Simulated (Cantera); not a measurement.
A closed system holds: 1 mol SiF4, 270 mol H2, held at 2250 °C and 133 Pa.

Method: chemical equilibrium by Gibbs-energy minimisation in Cantera with the NASA 1993 tables (ideal gas, pure condensed phases). Candidate condensed phases: Si; 25 gas species. The tables' values for SiF are old estimates; treat these amounts as uncertain. Kinetics and transport are ignored.

Base state: H 0.520, H2 0.467, HF 0.0108, Si 0.00265, SiF 3.78e-5, F 2.66e-5, SiH 1.69e-5 (mole fractions); condensed: gas only.

What changes in the equilibrium state with this change: temperature from 2250 °C to 2127 °C?


| species | before | after |
|---|---|---|
| H2 | 0.467 | 0.637 |
| H | 0.520 | 0.348 |
| HF | 0.0108 | 0.0120 |
| Si | 0.00265 | 0.00292 |
| SiF2 | 3.39e-6 | 1.12e-5 |
| F | 2.66e-5 | 1.04e-5 |
| SiF | 3.78e-5 | 6.45e-5 |
The tables' values for SiF, SiF2 are old estimates; treat these amounts as uncertain.
